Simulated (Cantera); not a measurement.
## Reactions in the system C-H-O-Ti

Cantera with NASA thermochemical tables; ideal gases at 1 bar, condensed phases pure. Values are per mole of reaction as written; species without (g) are pure solids or liquids, kept so even where they would boil at 1 bar. TiC: taken at fixed stoichiometry.

TiO(g) + C + H(g) ⇌ OH(g) + TiC

```csv
T (K),ΔH° (kJ),ΔS° (J/K),ΔG° (kJ),log10 K
300,-417.1,-146.0,-373.4,65.01
2450,-405.0,-136.9,-69.5,1.48
2500,-404.3,-136.7,-62.7,1.31
2550,-403.6,-136.4,-55.9,1.14
2600,-402.9,-136.1,-49.1,0.99
2650,-402.1,-135.8,-42.3,0.83
2700,-401.3,-135.5,-35.5,0.69
2750,-400.5,-135.2,-28.7,0.55
2800,-399.6,-134.9,-22.0,0.41
```

5 H2O2(g) + 6 TiC ⇌ 10 H(g) + 6 C + 2 Ti3O5

```csv
T (K),ΔH° (kJ),ΔS° (J/K),ΔG° (kJ),log10 K,condensed phases
300,-952.0,123.3,-989.0,172.19,"TiC(s), C(graphite), Ti3O5(s)"
2450,-271.1,655.1,-1876.2,40.00,"TiC(s), C(graphite), Ti3O5(l)"
2500,-264.6,657.8,-1909.0,39.89,"TiC(s), C(graphite), Ti3O5(l)"
2550,-258.2,660.3,-1941.9,39.78,"TiC(s), C(graphite), Ti3O5(l)"
2600,-252.1,662.7,-1975.0,39.68,"TiC(s), C(graphite), Ti3O5(l)"
2650,-246.1,664.9,-2008.2,39.58,"TiC(s), C(graphite), Ti3O5(l)"
2700,-240.3,667.1,-2041.5,39.49,"TiC(s), C(graphite), Ti3O5(l)"
2750,-234.8,669.1,-2074.9,39.41,"TiC(s), C(graphite), Ti3O5(l)"
2800,-229.4,671.1,-2108.4,39.33,"TiC(s), C(graphite), Ti3O5(l)"
```
